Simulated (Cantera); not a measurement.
Feed: 1 mol AlI3, 4.4 mol O2, a varied amount of N2, equilibrated at 1602 °C and 0.133 bar.

Cantera equilibrium calculation (NASA polynomials, part measured and part estimated; ideal gas, pure solids and liquids). Candidate condensed phases: Al, AlI3, AlN, Al2O3, I2; 21 gas species. The numbers say what is thermodynamically allowed, not how fast it happens.

x: gas mole fraction; n: condensed amount in mol.

```csv
n(N2) (mol),x N2,x O2,x I,x NO,x I2,n Al2O3(s)
4.4,0.396,0.328,0.271,0.00470,0.000530,0.500
6.9,___,___,___,0.00480,___,0.500
11,0.621,0.204,0.170,0.00465,0.000208,0.500
17,0.717,0.152,0.127,0.00431,0.000116,0.500
27,0.800,___,___,___,___,0.500
43,0.864,0.0718,0.0604,0.00325,2.64e-5,0.500
67,0.908,0.0481,0.0407,0.00273,1.20e-5,0.500
```

Task: Complete the blanks.

Result: 
- 6.9, x N2: 0.507
- 6.9, x O2: 0.267
- 6.9, x I: 0.221
- 6.9, x I2: 0.000353
- 27, x O2: 0.106
- 27, x I: 0.0890
- 27, x NO: 0.00381
- 27, x I2: 5.74e-5
